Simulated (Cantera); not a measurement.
A Cantera script and what it prints.

```python
import numpy as np
import cantera as ct

gas_names = """
    O2 CO B2O2 ZrO2 H2 H2O NbO2
""".split()
cond_names = """
    Li(cr) Li(L) Li2O(s) Li2O(L) C(gr) B(b) B(L) Zr(a) Zr(b) Zr(L) Nb(cr) Nb(L)
""".split()


def load(file, names, dense=False):
    # The tables refer to 1 bar. Condensed volumes are neglected.
    table = {s.name: s for s in ct.Species.list_from_file(file)}
    out = []
    for n in names:
        d = dict(table[n].input_data)
        d["thermo"] = dict(d["thermo"], **{"reference-pressure": 1e5})
        if dense:
            d["equation-of-state"] = {"model": "constant-volume", "density": "1e6 g/cm^3"}
        out.append(ct.Species.from_dict(d))
    return out


species = {s.name: s for s in load("nasa_gas.yaml", gas_names) + load("nasa_condensed.yaml", cond_names)}
# Each term lists the table entries of one substance; the one whose range holds T is used.
reactions = {
    '4 Li + O2(g) = 2 Li2O':
        [(-4, ['Li(cr)', 'Li(L)']), (-1, ['O2']), (2, ['Li2O(s)', 'Li2O(L)'])],
    '2 C + O2(g) = 2 CO(g)':
        [(-2, ['C(gr)']), (-1, ['O2']), (2, ['CO'])],
    '2 B + O2(g) = B2O2(g)':
        [(-2, ['B(b)', 'B(L)']), (-1, ['O2']), (1, ['B2O2'])],
    'Zr + O2(g) = ZrO2(g)':
        [(-1, ['Zr(a)', 'Zr(b)', 'Zr(L)']), (-1, ['O2']), (1, ['ZrO2'])],
    '2 H2(g) + O2(g) = 2 H2O(g)':
        [(-2, ['H2']), (-1, ['O2']), (2, ['H2O'])],
    'Nb + O2(g) = NbO2(g)':
        [(-1, ['Nb(cr)', 'Nb(L)']), (-1, ['O2']), (1, ['NbO2'])],
}


def pick(names, T):
    return next(species[n] for n in names if species[n].thermo.min_temp <= T <= species[n].thermo.max_temp)


results = []
for label, terms in reactions.items():
    print(label)
    print("     T/K   dH/kJ  dS/(J/K)   dG/kJ   log10 K")
    for T in [1323, 1373, 1423, 1473, 1523, 1573, 1623, 1673, 1723, 1773, 1823]:
        used = [(nu, pick(names, T)) for nu, names in terms]
        dH = sum(nu * s.thermo.h(T) for nu, s in used) / 1e6
        dS = sum(nu * s.thermo.s(T) for nu, s in used) / 1e3
        dG = dH - T * dS / 1e3
        logK = -dG * 1e6 / (ct.gas_constant * T * np.log(10))
        results.append((label, T, dH, dS, dG, logK, [s.name for _, s in used]))
        print(f"{T:8g} {dH:8.1f} {dS:8.1f} {dG:8.1f} {logK:8.2f}")
```

Output:

```
4 Li + O2(g) = 2 Li2O
     T/K   dH/kJ  dS/(J/K)   dG/kJ   log10 K
    1323  -1198.5   -268.2   -843.7    33.31
    1373  -1196.7   -266.8   -830.3    31.59
    1423  -1194.8   -265.5   -817.0    29.99
    1473  -1192.9   -264.2   -803.8    28.50
    1523  -1191.0   -262.9   -790.6    27.11
    1573  -1189.0   -261.6   -777.5    25.82
    1623  -1187.0   -260.4   -764.4    24.60
    1673  -1185.0   -259.2   -751.4    23.46
    1723  -1183.0   -258.0   -738.5    22.39
    1773  -1181.0   -256.8   -725.6    21.38
    1823  -1179.0   -255.7   -712.8    20.42
2 C + O2(g) = 2 CO(g)
     T/K   dH/kJ  dS/(J/K)   dG/kJ   log10 K
    1323   -228.0    173.1   -457.0    18.04
    1373   -228.7    172.6   -465.7    17.72
    1423   -229.4    172.1   -474.3    17.41
    1473   -230.1    171.6   -482.9    17.12
    1523   -230.8    171.2   -491.5    16.86
    1573   -231.5    170.7   -500.0    16.60
    1623   -232.2    170.3   -508.5    16.37
    1673   -232.9    169.8   -517.0    16.14
    1723   -233.6    169.4   -525.5    15.93
    1773   -234.4    169.0   -534.0    15.73
    1823   -235.1    168.6   -542.4    15.54
2 B + O2(g) = B2O2(g)
     T/K   dH/kJ  dS/(J/K)   dG/kJ   log10 K
    1323   -460.8     21.2   -488.9    19.30
    1373   -461.3     20.9   -490.0    18.64
    1423   -461.7     20.6   -491.0    18.02
    1473   -462.2     20.3   -492.0    17.45
    1523   -462.6     20.0   -493.0    16.91
    1573   -463.1     19.6   -494.0    16.40
    1623   -463.6     19.3   -495.0    15.93
    1673   -464.1     19.0   -495.9    15.48
    1723   -464.6     18.7   -496.9    15.06
    1773   -465.2     18.4   -497.8    14.67
    1823   -465.7     18.1   -498.7    14.29
Zr + O2(g) = ZrO2(g)
     T/K   dH/kJ  dS/(J/K)   dG/kJ   log10 K
    1323   -298.0     15.2   -318.2    12.56
    1373   -298.5     14.9   -319.0    12.13
    1423   -298.9     14.6   -319.7    11.74
    1473   -299.3     14.3   -320.4    11.36
    1523   -299.8     14.0   -321.1    11.01
    1573   -300.2     13.7   -321.8    10.69
    1623   -300.7     13.4   -322.5    10.38
    1673   -301.3     13.1   -323.2    10.09
    1723   -301.8     12.8   -323.8     9.82
    1773   -302.4     12.4   -324.5     9.56
    1823   -303.0     12.1   -325.1     9.31
2 H2(g) + O2(g) = 2 H2O(g)
     T/K   dH/kJ  dS/(J/K)   dG/kJ   log10 K
    1323   -499.1   -113.5   -348.9    13.77
    1373   -499.5   -113.8   -343.2    13.06
    1423   -499.9   -114.1   -337.5    12.39
    1473   -500.2   -114.3   -331.8    11.77
    1523   -500.6   -114.6   -326.1    11.18
    1573   -500.9   -114.8   -320.3    10.64
    1623   -501.1   -114.9   -314.6    10.12
    1673   -501.4   -115.1   -308.8     9.64
    1723   -501.6   -115.2   -303.1     9.19
    1773   -501.9   -115.4   -297.3     8.76
    1823   -502.1   -115.5   -291.5     8.35
Nb + O2(g) = NbO2(g)
     T/K   dH/kJ  dS/(J/K)   dG/kJ   log10 K
    1323   -207.4     20.4   -234.4     9.25
    1373   -207.8     20.0   -235.4     8.95
    1423   -208.3     19.7   -236.4     8.68
    1473   -208.8     19.4   -237.3     8.42
    1523   -209.2     19.1   -238.3     8.17
    1573   -209.7     18.8   -239.2     7.94
    1623   -210.3     18.4   -240.2     7.73
    1673   -210.8     18.1   -241.1     7.53
    1723   -211.3     17.8   -242.0     7.34
    1773   -211.9     17.5   -242.9     7.15
    1823   -212.5     17.1   -243.7     6.98
```

Standard-state values (1 bar) from the NASA 1993 polynomials, evaluated with Cantera. Condensed species are held in their standard states even where they would react or evaporate.
